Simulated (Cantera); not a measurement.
Feed: 1 mol Si, 6.1 mol H2, held at 625 K and 16.0 bar.

Cantera equilibrium calculation (NASA polynomials, part measured and part estimated; ideal gas, pure solids and liquids). Candidate condensed phases: Si; 9 gas species. Kinetics and transport are ignored.

Base state: H2 1.000 (mole fractions); condensed: Si(s).

Problem. What changes in the equilibrium state with this change: 0.092 mol CO2 added?

Solution. 
```
species              before    after
-------------------  ------  -------
H2                    1.000    0.998
CH4                       0  0.00153
Si(s), mol            1.000    0.825
SiC(s), mol               0   0.0827
SiO2(α-quartz), mol       0   0.0920
```
Further candidate phases: C, C6H6, C7H8, C8H18, H2O, SiC, SiO2.
